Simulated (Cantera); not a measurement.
Input (Python, Cantera):

```python
import numpy as np
import cantera as ct

surf = ct.Interface("ptcombust.yaml", "Pt_surf")
gas = surf.adjacent["gas"]
gas.TPX = 300, 5400, {'CH4': 0.012, 'O2': 0.14, 'N2': 0.79}
jet = ct.ImpingingJet(gas=gas, width=0.021, surface=surf)
jet.inlet.mdot, jet.inlet.T, jet.inlet.X = 0.051, 300, {'CH4': 0.012, 'O2': 0.14, 'N2': 0.79}
jet.set_refine_criteria(ratio=10, slope=0.2, curve=0.3)
show, cover = ['CH4', 'O2', 'H2O', 'OH', 'CO', 'CO2'], ["PT(S)", "H(S)", "O(S)", "OH(S)", "CO(S)", "C(S)"]

rows = []
print(f"{'Ts/K':>7s}" + "".join(f"{s:>11s}" for s in show + cover) + "   (gas at the wall, coverages)")
for i, Ts in enumerate([850, 900, 950, 1000, 1050]):
    jet.surface.T = Ts
    if i == 0:
        surf.TP = Ts, 5400
        surf.coverages = "PT(S):0.5, O(S):0.5"
        surf.advance_coverages(1.0)
        jet.set_initial_guess(products="inlet")
    jet.solve(loglevel=0, auto=(i == 0))
    rows.append([*(jet.X[gas.species_index(s), -1] for s in show), *surf[cover].coverages])
    print(f"{Ts:7g}" + "".join(f"{x:11.3e}" for x in rows[-1]))
```

Output:

```
   Ts/K        CH4         O2        H2O         OH         CO        CO2      PT(S)       H(S)       O(S)      OH(S)      CO(S)       C(S)   (gas at the wall, coverages)
    850  1.148e-02  1.459e-01  2.362e-03  4.095e-09  3.100e-06  1.542e-03  1.489e-01  8.388e-09  8.507e-01  3.386e-04  3.586e-06  9.170e-09
    900  1.030e-02  1.434e-01  4.547e-03  1.748e-08  3.989e-06  2.976e-03  2.112e-01  2.807e-08  7.884e-01  4.287e-04  3.304e-06  1.176e-08
    950  8.900e-03  1.404e-01  7.138e-03  6.009e-08  4.775e-06  4.681e-03  2.784e-01  7.412e-08  7.212e-01  4.807e-04  2.740e-06  1.312e-08
   1000  7.515e-03  1.375e-01  9.690e-03  1.725e-07  5.440e-06  6.361e-03  3.476e-01  1.642e-07  6.519e-01  4.948e-04  2.139e-06  1.338e-08
   1050  6.303e-03  1.349e-01  1.191e-02  4.353e-07  6.071e-06  7.829e-03  4.165e-01  3.195e-07  5.830e-01  4.802e-04  1.627e-06  1.296e-08
```

Cantera simulation using Deutschmann's 1995 Pt surface mechanism with GRI-Mech 3.0 gas chemistry; the numbers are that mechanism's predictions, not measurements. Catalytic surfaces can have several steady states; this one follows from the mechanism file's or the stated starting coverage.
